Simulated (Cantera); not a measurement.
Ignition delay

Mixture: 4.42 % CH4, 20.1 % O2, 75.5 % N2, equivalence ratio 0.44, at 1300000 Pa, adiabatic and at constant volume. Ignition delay is the time to a rise of 400 K.

Cantera simulation using GRI-Mech 3.0 (53 species, 325 reactions); the numbers are that mechanism's predictions, not measurements. The pressure lies above the range GRI-Mech 3.0 was tuned for (to about 10 atm).

```csv
T0 (K),delay (ms)
1150,4.84
1250,1.37
1350,0.453
1450,0.169
1550,0.0698
1650,0.0317
1750,0.0156
1850,0.00836
1950,0.00480
2050,0.00293
```

```
Property                                                Result
--------------------------------------------------  ----------
apparent activation energy between 1850 and 2050 K  170 kJ/mol
```
